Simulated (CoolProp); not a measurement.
A Linde-Hampson liquefier for carbon monoxide: isothermal reversible compression at 200 K from 1 atm to 20 MPa, throttling to 1 atm, return gas leaving the recuperator 2 K below the feed. Each further row changes one setting.

Values from CoolProp's reference Helmholtz-energy equation of state, Lemmon 2006. It is a short technical equation, of lower accuracy than the large ones.

| case | liquid yield per pass | compression work (kJ/kg of gas) |
|---|---|---|
| as stated | 0.253 | 293 |
| high pressure 40 MPa | 0.275 | ___ |
| warm-end temperature 230 K | ___ | 348 |
| warm-end gap 7 K | ___ | 293 |

### Question
What belongs in the gaps?

### Answer

- high pressure 40 MPa, compression work (kJ/kg of gas): 335
- warm-end temperature 230 K, liquid yield per pass: 0.175
- warm-end gap 7 K, liquid yield per pass: 0.242
